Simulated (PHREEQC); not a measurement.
0.13 g of hydrous ferric oxide (600 m²/g; 0.2 weak and 0.005 strong sites per Fe, Dzombak-Morel constants, diffuse double layer) in 1 kg of water with 0.3 mol/kgw of an inert sodium salt and 1.1e-05 mol/kgw Ag2SO4 and 2e-06 mol/kgw H3BO3, at 25 °C; the pH is set by adding NaOH or the inert anion's acid. O2 is buffered at 0.21 atm. No CO2 enters from the air. Nothing may precipitate in this run.

Base run: PHREEQC, ion-association model, wateq4f.dat. Each further column changes one thing. The table gives Ag sorbed (%).

| pH | base | no electrostatic term (-no_edl) | background salt from 0.3 to 0.03 mol/kgw | oxide from 0.13 to 0.65 g/kgw | 0.00058 mol/kgw SrCl2 added |
|---|---|---|---|---|---|
| 3 | 0.0 | 0.0 | 0.0 | 0.0 | 0.0 |
| 3.67 | 0.0 | 0.0 | 0.0 | 0.0 | 0.0 |
| 4.33 | 0.0 | 0.0 | 0.1 | 0.1 | 0.0 |
| 5 | 0.3 | 0.0 | 0.6 | 1.3 | 0.1 |
| 5.67 | 2.0 | 0.1 | 3.1 | 9.5 | 1.0 |
| 6.33 | 9.1 | 2.0 | 11.1 | 35.2 | 5.0 |
| 7 | 21.6 | 15.8 | 23.1 | 68.8 | 13.8 |
| 7.67 | 31.9 | 31.2 | 32.7 | 89.7 | 19.1 |
| 8.33 | 42.2 | 41.9 | 43.6 | 97.3 | 21.4 |
| 9 | 62.1 | 54.5 | 65.1 | 99.4 | 34.0 |
| 9.67 | 83.8 | 61.7 | 86.9 | 99.8 | 53.1 |
| 10.33 | 94.4 | 63.6 | 96.3 | 100.0 | 63.6 |
| 11 | 97.8 | 63.1 | 98.9 | 100.0 | 66.4 |

The oxide is taken as insoluble; below pH 4 it would dissolve. In at least one series the solution becomes supersaturated in solids that the run did not let form, among them Cerargyrite.
